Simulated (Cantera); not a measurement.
Charge: 1 mol TiC, 6.3 mol H2, held at 2173.15 K and 1130 Torr.

These are equilibrium values from Cantera (NASA tables, ideal gas, pure condensed phases), not measurements of a reactor. Candidate condensed phases: C, C6H6, C7H8, C8H18, Ti, TiC; 77 gas species. TiC: taken at fixed stoichiometry. Rates play no part.

Base state: H2 0.996, H 0.00394 (mole fractions); condensed: TiC(s).

Problem. What changes in the equilibrium state with this change: temperature from 2173.15 K to 1823 K?

Solution. 
```csv
species,before,after
H2,0.996,1.000
H,0.00394,0.000354
"TiC(s), mol",1.000,1.000
```
